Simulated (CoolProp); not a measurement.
Saturation properties of R1233zd(E).

Values from CoolProp's reference Helmholtz-energy equation of state, Akasaka 2022.

```
T (°C)  p (MPa)  enthalpy of vaporisation (kJ/kg)  liquid cp (kJ/(kg K))
------  -------  --------------------------------  ---------------------
-23.75  0.01521                             213.4                  1.093
-20.15  0.01844                             211.8                  1.099
-16.45  0.02232                             210.2                  1.106
-12.75  0.02685                             208.6                  1.113
-9.15   0.03195                             207.0                  1.119
-5.45   0.03799                             205.3                  1.126
-1.85   0.04471                             203.7                  1.133
1.85    0.05258                             202.0                  1.140
5.45    0.06126                             200.3                  1.147
9.15    0.07134                             198.6                  1.154
12.85   0.08269                             196.8                  1.161
16.45   0.09507                             195.1                  1.168
```

It boils at 18.1 °C under 1 atm.
